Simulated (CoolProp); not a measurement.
Aqueous ethylene glycol as a coolant, at 2 °C, 1 atm.

Model: Melinder's fits for secondary coolants, in CoolProp.

```json
[
 {"mass %": "5.7", "freezing point (°C)": "-1.8", "viscosity (mPa s)": "1.93", "cp (kJ/(kg K))": "?", "conductivity (W/(m K))": "0.543", "density (kg/m³)": "1007"},
 {"mass %": "13.9", "freezing point (°C)": "-5.0", "viscosity (mPa s)": "2.46", "cp (kJ/(kg K))": "3.973", "conductivity (W/(m K))": "0.511", "density (kg/m³)": "1019"},
 {"mass %": "22.1", "freezing point (°C)": "-9.1", "viscosity (mPa s)": "3.15", "cp (kJ/(kg K))": "3.825", "conductivity (W/(m K))": "0.478", "density (kg/m³)": "1032"},
 {"mass %": "30.3", "freezing point (°C)": "?", "viscosity (mPa s)": "4.02", "cp (kJ/(kg K))": "3.658", "conductivity (W/(m K))": "0.447", "density (kg/m³)": "1045"},
 {"mass %": "38.5", "freezing point (°C)": "-22.2", "viscosity (mPa s)": "5.12", "cp (kJ/(kg K))": "3.477", "conductivity (W/(m K))": "0.417", "density (kg/m³)": "1057"},
 {"mass %": "46.7", "freezing point (°C)": "-31.6", "viscosity (mPa s)": "?", "cp (kJ/(kg K))": "3.290", "conductivity (W/(m K))": "0.389", "density (kg/m³)": "1069"},
 {"mass %": "54.9", "freezing point (°C)": "-43.1", "viscosity (mPa s)": "8.46", "cp (kJ/(kg K))": "3.101", "conductivity (W/(m K))": "?", "density (kg/m³)": "1080"}
]
```

**Question.** Complete the blanks.

**Answer.** 
- 5.7, cp (kJ/(kg K)): 4.108
- 30.3, freezing point (°C): -14.8
- 46.7, viscosity (mPa s): 6.56
- 54.9, conductivity (W/(m K)): 0.363
